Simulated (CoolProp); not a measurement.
Vapour-liquid equilibrium of m-xylene (1) + o-xylene (2) at 224.65 °C; x and y are mole fractions of (1).

Values from CoolProp's multi-fluid Helmholtz-energy mixture model, Zhou 2012 and Zhou 2012; pair parameters Bell 2016.

```json
[
 {"x": "0.05", "bubble pressure, mixture model (MPa)": "0.5789", "bubble pressure, Raoult's law (MPa)": "0.5793", "y, mixture model": "0.054", "y, Raoult's law": "0.056"},
 {"x": "0.125", "bubble pressure, mixture model (MPa)": "0.5839", "bubble pressure, Raoult's law (MPa)": "0.5846", "y, mixture model": "0.135", "y, Raoult's law": "0.138"},
 {"x": "0.2", "bubble pressure, mixture model (MPa)": "0.5890", "bubble pressure, Raoult's law (MPa)": "0.5899", "y, mixture model": "0.216", "y, Raoult's law": "0.219"},
 {"x": "0.275", "bubble pressure, mixture model (MPa)": "0.5944", "bubble pressure, Raoult's law (MPa)": "0.5952", "y, mixture model": "0.295", "y, Raoult's law": "0.299"},
 {"x": "0.35", "bubble pressure, mixture model (MPa)": "0.5998", "bubble pressure, Raoult's law (MPa)": "0.6005", "y, mixture model": "0.373", "y, Raoult's law": "0.377"},
 {"x": "0.425", "bubble pressure, mixture model (MPa)": "0.6053", "bubble pressure, Raoult's law (MPa)": "0.6058", "y, mixture model": "0.450", "y, Raoult's law": "0.454"},
 {"x": "0.5", "bubble pressure, mixture model (MPa)": "0.6109", "bubble pressure, Raoult's law (MPa)": "0.6111", "y, mixture model": "0.525", "y, Raoult's law": "0.529"},
 {"x": "0.575", "bubble pressure, mixture model (MPa)": "0.6164", "bubble pressure, Raoult's law (MPa)": "0.6164", "y, mixture model": "0.599", "y, Raoult's law": "0.603"},
 {"x": "0.65", "bubble pressure, mixture model (MPa)": "0.6220", "bubble pressure, Raoult's law (MPa)": "0.6217", "y, mixture model": "0.672", "y, Raoult's law": "0.676"},
 {"x": "0.725", "bubble pressure, mixture model (MPa)": "0.6274", "bubble pressure, Raoult's law (MPa)": "0.6270", "y, mixture model": "0.744", "y, Raoult's law": "0.747"},
 {"x": "0.8", "bubble pressure, mixture model (MPa)": "0.6328", "bubble pressure, Raoult's law (MPa)": "0.6323", "y, mixture model": "0.815", "y, Raoult's law": "0.818"},
 {"x": "0.875", "bubble pressure, mixture model (MPa)": "0.6380", "bubble pressure, Raoult's law (MPa)": "0.6376", "y, mixture model": "0.885", "y, Raoult's law": "0.887"},
 {"x": "0.95", "bubble pressure, mixture model (MPa)": "0.6431", "bubble pressure, Raoult's law (MPa)": "0.6429", "y, mixture model": "0.954", "y, Raoult's law": "0.955"}
]
```

The largest gap from Raoult's law is -0.2 % in bubble pressure, at x = 0.2. No azeotrope shows between x = 0.05 and 0.95.

The pair parameters rest on a limited set of measurements; away from them the model extrapolates.
